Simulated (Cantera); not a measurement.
Feed: 1 mol CuF2, 6.1 mol O2, 6.4 mol H2, held at 133 Pa.

Cantera equilibrium calculation (NASA polynomials, part measured and part estimated; ideal gas, pure solids and liquids). Candidate condensed phases: Cu, CuF2, CuO, Cu(OH)2, Cu2O, H2O; 27 gas species. Equilibrium is a limit: real reactors are often held back by kinetics, nucleation or transport. All values below are at 1125 °C.

Base state: H2O 0.512, O2 0.298, HF 0.187, CuF 0.00195, Cu 0.000394, OH 0.000390, O 1.37e-5, H2 1.12e-5 (mole fractions); condensed: Cu2O(s).

Problem. What changes in the equilibrium state with this change: O2 from 6.1 to 1.5 mol?

Solution. 
| species | before | after |
|---|---|---|
| H2O | 0.512 | 0.405 |
| H2 | 1.12e-5 | 0.324 |
| HF | 0.187 | 0.270 |
| O2 | 0.298 | <1e-9 |
| Cu | 0.000394 | 0.000973 |
| O | 1.37e-5 | <1e-9 |
| OH | 0.000390 | 1.82e-6 |
| Cu2O(s), mol | 0.488 | 0 |
| Cu(l), mol | 0 | 0.992 |
